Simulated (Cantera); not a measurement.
An isothermal, constant-pressure homogeneous reactor starts with 4.93 % H2, 3.52 % O2, 91.5 % N2, equivalence ratio 0.70, at 1400 K and 100.0 Torr.

Computed with Cantera and GRI-Mech 3.0 (53 species, 325 reactions). The temperature is held fixed by assumption; the heat of reaction is taken as removed at once.

One state of this run: x H2 = 1.02e-5; x O2 = 0.0108; x NO = 1.63e-5; x H2O2 = 2.74e-9; x HO2 = 2.53e-8. x: mole fraction; the columns are a selection and need not sum to one.

Question: Which value of t (s) does it belong to?
A. 1.34
B. 0.154
C. 11.6
D. 0.454

Answer: D, 0.454
